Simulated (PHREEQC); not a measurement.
Make-up at 20 °C: 1.7 mmol/kgw TMAH, 72 mmol/kgw NaAlO2 and 13 mmol/kgw K2CO3. Closed to the air; pH follows from the charge balance.

Computed with PHREEQC (ion-association model, phreeqc.dat).

### Question
The ionic strength comes out as 0.105 mol/kgw. What activity coefficients do OH-, Al(OH)4-, NaCO3-, HCO3-, CO3-2 get?

### Answer
OH- 0.76, Al(OH)4- 0.77, NaCO3- 0.78, HCO3- 0.79, CO3-2 0.38.

This is a speciation only: nothing precipitates in the calculation. Saturation is exceeded, for instance for Gibbsite (slow to form); the values hold only as long as no solid forms. (CH3)4N+ isn't in the database: it is added as a free cation with an ion size of 4 Å.
